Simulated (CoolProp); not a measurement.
Computed with CoolProp (reference Helmholtz-energy equation of state, McLinden 2015).

For the fluoroketone C6F12O (FK-5-1-12), give the phase and the cv (kJ/(kg K)), Joule-Thomson coefficient (K/MPa), expansivity (1/kK) at 455.3 K and 701 kPa.


- 455.3 K and 701 kPa: gas; cv 1.00, Joule-Thomson coefficient 8.83, expansivity 3.57
